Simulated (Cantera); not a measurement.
A perfectly stirred reactor is fed with 67.1 % CH4, 23.5 % H2O, 9.40 % H2, at 6.20 bar; it is held at 1823 K, and followed from long to short residence time.

Model: GRI-Mech 3.0 (53 species, 325 reactions), integrated in Cantera. GRI-Mech 3.0 stops at C3 and has no aromatics, soot or wall deposition, so with more carbon than oxygen in the feed, carbon stays in small species such as C2H2 where larger ones or solid carbon would form.

x: mole fraction; the columns are a selection and need not sum to one.

```json
[
 {"τ (s)": "3.5", "x CH4": "0.0550", "x H2O": "0.00320", "x H2": "0.717", "x O2": "<1e-12", "x H2O2": "<1e-12", "x CO": "0.128"},
 {"τ (s)": "1.1", "x CH4": "0.0565", "x H2O": "0.00938", "x H2": "0.712", "x O2": "<1e-12", "x H2O2": "<1e-12", "x CO": "0.122"},
 {"τ (s)": "0.36", "x CH4": "0.0600", "x H2O": "0.0237", "x H2": "0.699", "x O2": "<1e-12", "x H2O2": "<1e-12", "x CO": "0.109"},
 {"τ (s)": "0.12", "x CH4": "___", "x H2O": "___", "x H2": "0.674", "x O2": "1.58e-12", "x H2O2": "<1e-12", "x CO": "___"},
 {"τ (s)": "0.038", "x CH4": "0.0845", "x H2O": "0.0870", "x H2": "0.634", "x O2": "4.86e-12", "x H2O2": "<1e-12", "x CO": "0.0551"},
 {"τ (s)": "0.012", "x CH4": "0.119", "x H2O": "0.125", "x H2": "0.580", "x O2": "1.03e-11", "x H2O2": "1.52e-12", "x CO": "0.0274"},
 {"τ (s)": "0.0039", "x CH4": "___", "x H2O": "___", "x H2": "___", "x O2": "1.70e-11", "x H2O2": "2.31e-12", "x CO": "___"},
 {"τ (s)": "0.0013", "x CH4": "0.276", "x H2O": "0.176", "x H2": "0.425", "x O2": "2.61e-11", "x H2O2": "3.08e-12", "x CO": "0.00417"},
 {"τ (s)": "0.00040", "x CH4": "0.404", "x H2O": "0.198", "x H2": "0.313", "x O2": "3.90e-11", "x H2O2": "4.08e-12", "x CO": "0.00133"},
 {"τ (s)": "0.00013", "x CH4": "0.525", "x H2O": "0.217", "x H2": "0.208", "x O2": "4.50e-11", "x H2O2": "5.10e-12", "x CO": "0.000413"}
]
```

Problem. Complete the blanks.

Solution. 
- 0.12, x CH4: 0.0676
- 0.12, x H2O: 0.0496
- 0.12, x CO: 0.0862
- 0.0039, x CH4: 0.181
- 0.0039, x H2O: 0.154
- 0.0039, x H2: 0.512
- 0.0039, x CO: 0.0112
